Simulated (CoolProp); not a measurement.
R236FA along the isotherm 201.7 K: fugacity coefficient from the reference equation and from simpler models built on Tc = 398.1 K, pc = 3.191 MPa, ω = 0.377; each cubic takes its own stable root.

Computed with CoolProp (reference Helmholtz-energy equation of state, Pan 2012).

| p (MPa) | phase | reference | Redlich-Kwong | Soave-Redlich-Kwong |
|---|---|---|---|---|
| 0.665 | liquid | 0.002315 | 0.01348 | 0.002340 |
| 1.33 | liquid | 0.001200 | ? | ? |
| 1.99 | liquid | 0.0008319 | 0.004902 | 0.0008485 |
| 2.66 | liquid | 0.0006457 | ? | 0.0006614 |
| 3.32 | liquid | 0.0005364 | 0.003197 | 0.0005519 |
| 3.99 | liquid | 0.0004630 | 0.002775 | 0.0004784 |
| 4.65 | liquid | 0.0004119 | 0.002483 | 0.0004275 |
| 5.32 | liquid | 0.0003735 | 0.002264 | ? |
| 5.98 | liquid | 0.0003445 | 0.002100 | 0.0003606 |
| 6.65 | liquid | 0.0003214 | 0.001970 | 0.0003378 |
| 7.31 | liquid | 0.0003031 | 0.001868 | 0.0003200 |
| 7.98 | liquid | 0.0002880 | 0.001785 | ? |

### Question
Complete the blanks.

### Answer

- 1.33, Redlich-Kwong: 0.007033
- 1.33, Soave-Redlich-Kwong: 0.001219
- 2.66, Redlich-Kwong: 0.003826
- 5.32, Soave-Redlich-Kwong: 0.0003893
- 7.98, Soave-Redlich-Kwong: 0.0003053
